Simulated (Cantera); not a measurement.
An isothermal, constant-pressure homogeneous reactor starts with N₂O : N₂ = 1 : 5.3 (molar parts), at 1600 K and 0.0582 atm. Integrator tolerance rtol = 1e-08.

Cantera simulation using GRI-Mech 3.0 (53 species, 325 reactions); the numbers are that mechanism's predictions, not measurements. GRI-Mech 3.0 was tuned for natural gas; its chemistry of N2O as a main component is partial and can be far from experiment. The temperature is held fixed by assumption; the heat of reaction is taken as removed at once.

Task: What does this change do: 0.038 parts H2O added?

Result: 
```
quantity                                          before                                    after
---------------  ---------------------------------------  ---------------------------------------
x(N₂O) at 100 s  5.75e-7 (gas-phase equilibrium 1.95e-8)  3.20e-7 (gas-phase equilibrium 1.93e-8)
x(NO₂) at 100 s  2.02e-5 (gas-phase equilibrium 7.14e-7)  1.60e-5 (gas-phase equilibrium 7.07e-7)
x(NO) at 100 s    0.0414 (gas-phase equilibrium 0.00124)   0.0314 (gas-phase equilibrium 0.00123)
x(O) at 100 s    1.39e-5 (gas-phase equilibrium 1.62e-5)  1.45e-5 (gas-phase equilibrium 1.62e-5)
x(N₂) at 100 s       0.906 (gas-phase equilibrium 0.926)      0.906 (gas-phase equilibrium 0.921)
x(O₂) at 100 s     0.0528 (gas-phase equilibrium 0.0729)    0.0574 (gas-phase equilibrium 0.0725)
```

Task: What does this change do: 0.018 parts H2O added?

Result: 
| quantity | before | after |
|---|---|---|
| x(N₂O) at 100 s | 5.75e-7 (gas-phase equilibrium 1.95e-8) | 3.77e-7 (gas-phase equilibrium 1.94e-8) |
| x(NO₂) at 100 s | 2.02e-5 (gas-phase equilibrium 7.14e-7) | 1.71e-5 (gas-phase equilibrium 7.11e-7) |
| x(NO) at 100 s | 0.0414 (gas-phase equilibrium 0.00124) | 0.0338 (gas-phase equilibrium 0.00124) |
| x(O) at 100 s | 1.39e-5 (gas-phase equilibrium 1.62e-5) | 1.43e-5 (gas-phase equilibrium 1.62e-5) |
| x(N₂) at 100 s | 0.906 (gas-phase equilibrium 0.926) | 0.907 (gas-phase equilibrium 0.923) |
| x(O₂) at 100 s | 0.0528 (gas-phase equilibrium 0.0729) | 0.0564 (gas-phase equilibrium 0.0727) |

Task: What does this change do: temperature 1600 to 1250 K?

Result: 
| quantity | before | after |
|---|---|---|
| x(N₂O) at 100 s | 5.75e-7 (gas-phase equilibrium 1.95e-8) | 0.000198 (gas-phase equilibrium 3.26e-9) |
| x(NO₂) at 100 s | 2.02e-5 (gas-phase equilibrium 7.14e-7) | 1.89e-5 (gas-phase equilibrium 3.49e-7) |
| x(NO) at 100 s | 0.0414 (gas-phase equilibrium 0.00124) | 0.0176 (gas-phase equilibrium 0.000182) |
| x(O) at 100 s | 1.39e-5 (gas-phase equilibrium 1.62e-5) | 2.12e-7 (gas-phase equilibrium 7.77e-8) |
| x(N₂) at 100 s | 0.906 (gas-phase equilibrium 0.926) | 0.918 (gas-phase equilibrium 0.926) |
| x(O₂) at 100 s | 0.0528 (gas-phase equilibrium 0.0729) | 0.0646 (gas-phase equilibrium 0.0734) |
The mechanism lacks the step 2 NO + O2 → 2 NO2, which can matter for NO2 below about 1400 K.
